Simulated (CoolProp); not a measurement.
Properties of n-dodecane along the isobar 0.101 MPa (Tc = 385.0 °C, pc = 1.818 MPa, ω = 0.574).

The numbers come from the reference Helmholtz-energy equation of state, Lemmon 2004 in CoolProp. It is a short technical equation, of lower accuracy than the large ones.

```tsv
T (°C)	phase	cp (kJ/(kg K))	isothermal compressibility (1/MPa)	conductivity (mW/(m K))
272.25	gas	2.692	10.40	30.0
282.95	gas	2.726	10.36	31.1
293.55	gas	2.760	10.33	32.1
304.25	gas	2.794	10.30	33.2
314.85	gas	2.826	10.27	34.3
325.55	gas	2.859	10.24	35.4
336.15	gas	2.890	10.22	36.5
346.85	gas	2.922	10.20	37.6
```

Thermal conductivity comes from a separate model (Huber 2004).
